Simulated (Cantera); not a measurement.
Feed: 1 mol HgO, 41 mol H₂, at 1225 K and 0.728 Torr.

Equilibrium computed with Cantera from the NASA thermochemical tables; the gas is ideal and each condensed phase is pure. Candidate condensed phases: H₂O, Hg, HgO; 10 gas species. Kinetics and transport are ignored.

Base state: H₂ 0.952, H₂O 0.0238, Hg 0.0238 (mole fractions); condensed: gas only.

**Question.** What changes in the equilibrium state with this change: HgO replaced by Hg?

**Answer.** 
| species | before | after |
|---|---|---|
| H₂ | 0.952 | 0.976 |
| Hg | 0.0238 | 0.0238 |
| H₂O | 0.0238 | 0 |

**Question.** What changes in the equilibrium state with this change: HgO replaced by Fe(CO)₅?

**Answer.** 
| species | before | after |
|---|---|---|
| H₂ | 0.952 | 0.891 |
| CO | 0 | 0.109 |
| H₂O | 0.0238 | 4.18e-6 |
| Hg | 0.0238 | 0 |
| Fe(γ), mol | 0 | 1.000 |
Further candidate phases: C, C₆H₆, C₇H₈, C₈H₁₈, Fe, Fe(CO)₅, FeO, Fe(OH)₂, Fe(OH)₃, Fe₂O₃, Fe₃O₄.
